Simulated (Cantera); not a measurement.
Charge: 1 mol Hg, 5.9 mol H2, held at 523.15 K and 133 Pa.

Method: chemical equilibrium by Gibbs-energy minimisation in Cantera with the NASA 1993 tables (ideal gas, pure condensed phases). Candidate condensed phases: Hg; 3 gas species. Kinetics and transport are ignored.

Question: What is the equilibrium state?

Answer: 
```
Property                              Value
--------------------------------  ---------
x(H2)                                 0.855
x(Hg)                                 0.145
gas amount                        6.900 mol
log10 activity of Hg(l) (absent)      -2.71
```
